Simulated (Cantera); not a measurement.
A closed system holds: 1 mol Fe3O4, 0.5 mol C, 0.92 mol H2, held at 1 atm.

These are equilibrium values from Cantera (NASA tables, ideal gas, pure condensed phases), not measurements of a reactor. Candidate condensed phases: C, C6H6, C7H8, C8H18, Fe, Fe(CO)5, FeO, Fe(OH)2, Fe(OH)3, Fe2O3, Fe3O4, H2O; 114 gas species. The tables' stoichiometric FeO is somewhat more stable than real wüstite, so its field is too wide. FeO: taken at fixed stoichiometry. Rates play no part.

### Question
Which condensed phases are stable at each of these points (T (°C)): 852, 952, 1052, 1152, 1252, 1352, 1452, 1552, 1652, 1752, 1852, 1952, 2052?

### Answer
```csv
T (°C),condensed phases,Fe condensed (%)
852,FeO(s),100.0
952,FeO(s),100.0
1052,FeO(s),100.0
1152,FeO(s),100.0
1252,FeO(s),100.0
1352,FeO(s),100.0
1452,FeO(l),100.0
1552,FeO(l),100.0
1652,FeO(l),100.0
1752,FeO(l),100.0
1852,FeO(l),100.0
1952,FeO(l),99.9
2052,FeO(l),99.8
```

From 852 °C to 1352 °C the condensed part is FeO(s). From 1452 °C to 2052 °C the condensed part is FeO(l).
